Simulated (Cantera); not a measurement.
Thermodynamics of fluorocarbon and chlorocarbon gases, feed CH₃Cl + F₂ + HCl

Charge: 1 mol CH₃Cl, 0.015 mol F₂, 1.6 mol HCl, at 1.33 mbar.

Cantera equilibrium calculation (NASA polynomials, part measured and part estimated; ideal gas, pure solids and liquids). Candidate condensed phases: C, C₆H₆, C₇H₈, C₈H₁₈; 118 gas species. Equilibrium is a limit: real reactors are often held back by kinetics, nucleation or transport.

```json
[
 {"T (K)": "700", "x HCl": "0.720", "x H₂": "0.271", "x HF": "0.00831", "x Cl": "1.07e-12", "x H": "<1e-12", "x CH₄": "0.000833", "n C(graphite)": "0.997"},
 {"T (K)": "775", "x HCl": "0.719", "x H₂": "0.272", "x HF": "0.00830", "x Cl": "3.95e-11", "x H": "1.42e-11", "x CH₄": "0.000202", "n C(graphite)": "0.999"},
 {"T (K)": "850", "x HCl": "0.719", "x H₂": "0.272", "x HF": "0.00830", "x Cl": "7.76e-10", "x H": "2.93e-10", "x CH₄": "6.15e-5", "n C(graphite)": "1.000"},
 {"T (K)": "925", "x HCl": "0.719", "x H₂": "0.272", "x HF": "0.00830", "x Cl": "9.47e-9", "x H": "3.72e-9", "x CH₄": "2.25e-5", "n C(graphite)": "1.000"},
 {"T (K)": "1000", "x HCl": "0.719", "x H₂": "0.272", "x HF": "0.00830", "x Cl": "7.97e-8", "x H": "3.24e-8", "x CH₄": "9.45e-6", "n C(graphite)": "1.000"},
 {"T (K)": "1075", "x HCl": "0.719", "x H₂": "0.272", "x HF": "0.00830", "x Cl": "5.00e-7", "x H": "2.10e-7", "x CH₄": "4.46e-6", "n C(graphite)": "1.000"},
 {"T (K)": "1150", "x HCl": "0.719", "x H₂": "0.272", "x HF": "0.00830", "x Cl": "2.48e-6", "x H": "1.07e-6", "x CH₄": "2.32e-6", "n C(graphite)": "1.000"},
 {"T (K)": "1225", "x HCl": "0.719", "x H₂": "0.272", "x HF": "0.00830", "x Cl": "1.01e-5", "x H": "4.46e-6", "x CH₄": "1.30e-6", "n C(graphite)": "1.000"},
 {"T (K)": "1300", "x HCl": "0.719", "x H₂": "0.272", "x HF": "0.00830", "x Cl": "3.52e-5", "x H": "1.58e-5", "x CH₄": "7.78e-7", "n C(graphite)": "1.000"},
 {"T (K)": "1375", "x HCl": "0.719", "x H₂": "0.272", "x HF": "0.00830", "x Cl": "0.000107", "x H": "4.90e-5", "x CH₄": "4.93e-7", "n C(graphite)": "1.000"},
 {"T (K)": "1450", "x HCl": "0.719", "x H₂": "0.272", "x HF": "0.00830", "x Cl": "0.000290", "x H": "0.000135", "x CH₄": "3.27e-7", "n C(graphite)": "1.000"},
 {"T (K)": "1525", "x HCl": "0.718", "x H₂": "0.273", "x HF": "0.00829", "x Cl": "0.000715", "x H": "0.000338", "x CH₄": "2.26e-7", "n C(graphite)": "1.000"},
 {"T (K)": "1600", "x HCl": "0.717", "x H₂": "0.273", "x HF": "0.00829", "x Cl": "0.00162", "x H": "0.000777", "x CH₄": "1.62e-7", "n C(graphite)": "1.000"},
 {"T (K)": "1675", "x HCl": "0.714", "x H₂": "0.273", "x HF": "0.00828", "x Cl": "0.00339", "x H": "0.00166", "x CH₄": "1.19e-7", "n C(graphite)": "1.000"}
]
```
x: gas mole fraction; n: condensed amount in mol.

From 700 K to 1675 K the condensed part is C(graphite). The main C-bearing gas is CH₄ at 700 K and C₂H₂ (acetylene) at 1675 K.
